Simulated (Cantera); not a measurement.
Charge: 1 mol SiC, 0.21 mol N2O, 190 mol H2, 0.079 mol CO2, held at 1798.15 K and 0.0320 bar.

Method: chemical equilibrium by Gibbs-energy minimisation in Cantera with the NASA 1993 tables (ideal gas, pure condensed phases). Equilibrium is a limit: real reactors are often held back by kinetics, nucleation or transport.

```csv
species,before,after
H2,0.995,0.987
H,0.00197,0.00903
CO,0.00118,0.00140
Si,2.48e-5,0.000473
SiO,0.000751,0.000522
Si2C,2.61e-7,1.30e-5
C2H2 (acetylene),1.49e-6,1.89e-5
SiH,5.07e-6,5.70e-5
SiH2,7.54e-6,3.64e-5
HCN,1.87e-5,7.52e-5
N2,0.00109,0.00106
"SiC(s), mol",0.849,0.785
```
Gas species are given as mole fractions.

Question: Which change was made?
(A) temperature from 1798.15 K to 2000 K
(B) temperature from 1798.15 K to 2123.15 K
(C) SiC replaced by Si
(D) temperature from 1798.15 K to 1848.15 K

Answer: A, temperature from 1798.15 K to 2000 K. Gases not in the tables: Si2H6 and higher silanes
